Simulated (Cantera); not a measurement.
An adiabatic, constant-volume homogeneous reactor starts with 3.79 % CH₄, 19.4 % O₂, 73.1 % N₂, 3.67 % H₂O, at 1800 K and 1.68 atm.

Cantera simulation using GRI-Mech 3.0 (53 species, 325 reactions); the numbers are that mechanism's predictions, not measurements.

Q: Predict: time of steepest temperature rise; temperature at 3.00 s; equilibrium temperature; x(O₂) at 3.00 s; x(H₂O) at 3.00 s; x(NO) at 3.00 s; x(HO₂) at 3.00 s; x(CO₂) at 3.00 s.

A: 
* **time of steepest temperature rise**: 62.5 µs
* **temperature at 3.00 s**: 2580 K
* **equilibrium temperature**: 2580 K
* **x(O₂) at 3.00 s**: 0.106 (gas-phase equilibrium 0.106)
* **x(H₂O) at 3.00 s**: 0.103 (gas-phase equilibrium 0.103)
* **x(NO) at 3.00 s**: 0.0179 (gas-phase equilibrium 0.0179)
* **x(HO₂) at 3.00 s**: 1.33e-5 (gas-phase equilibrium 1.33e-5)
* **x(CO₂) at 3.00 s**: 0.0338 (gas-phase equilibrium 0.0338)
